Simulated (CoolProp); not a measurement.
Vapour-liquid equilibrium of R134a (1) + R1234ze(E) (2) at 283.2 K; x and y are mole fractions of (1).

Computed with CoolProp (multi-fluid Helmholtz-energy mixture model, Tillner-Roth 1994 and Thol 2016; pair parameters Bell 2022).

```tsv
x	bubble pressure (MPa)	y at the bubble point	dew pressure at overall composition x (MPa)	liquid density (mol/L)
0.05	0.3180	0.074	0.3150	10.69
0.2	0.3416	0.263	0.3337	10.92
0.35	0.3607	0.421	0.3523	11.16
0.5	0.3767	0.562	0.3699	11.41
0.65	0.3903	0.696	0.3858	11.68
0.8	0.4020	0.826	0.3998	11.96
0.95	0.4122	0.956	0.4117	12.25
```

No azeotrope shows between x = 0.05 and 0.95.

The pair parameters rest on a limited set of measurements; away from them the model extrapolates.
